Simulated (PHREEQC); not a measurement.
Dissolve 0.00014 mol NaOH and 0.00056 mol H2SO4 per kg of water at 25 °C. Closed to the air; pH follows from the charge balance.

Model: ion-association model, wateq4f.dat, run in PHREEQC.

This is a speciation only: nothing precipitates in the calculation.

Q: Predict the pH.

A: pH 3.04.

Q: In which forms is S present?

A: SO4-2 93 %, HSO4- 7.1 % of the S.
